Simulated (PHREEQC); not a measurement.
## Alkaline etch or developer (model solution)

A solution holds 0.015 mol NH3 and 1.4e-06 mol H4SiO4 per kg of water, at 20 °C. Closed to the air; pH follows from the charge balance.

All values are PHREEQC results (ion-association model, wateq4f.dat), not measurements.

Each row changes one thing in this solution. Precipitation was switched off in this run.

```csv
case,pH,ionic strength (mol/kgw),H3SiO4- (mol/kgw),H4SiO4 (mol/kgw),SI of Quartz (SiO2)
as made,10.86,0.000511,1.26e-6,1.36e-7,-2.81
H4SiO4 from 1.4e-06 to 1.4e-07 mol/kgw,10.87,0.000510,1.26e-7,1.36e-8,-3.81
H4SiO4 from 1.4e-06 to 7e-07 mol/kgw,10.87,0.000510,6.29e-7,6.80e-8,-3.11
NH3 left out,7.08,[?],[?],1.40e-6,-1.80
H4SiO4 from 1.4e-06 to 2.8e-06 mol/kgw,10.86,0.000511,[?],[?],-2.51
diluted 100-fold with water,9.80,4.31e-5,6.14e-9,[?],-4.05
```

Question: Fill in the missing entries.

Answer: 
- NH3 left out, ionic strength (mol/kgw): 8.35e-8
- NH3 left out, H3SiO4- (mol/kgw): 2.06e-9
- H4SiO4 from 1.4e-06 to 2.8e-06 mol/kgw, H3SiO4- (mol/kgw): 2.52e-6
- H4SiO4 from 1.4e-06 to 2.8e-06 mol/kgw, H4SiO4 (mol/kgw): 2.73e-7
- diluted 100-fold with water, H4SiO4 (mol/kgw): 7.86e-9
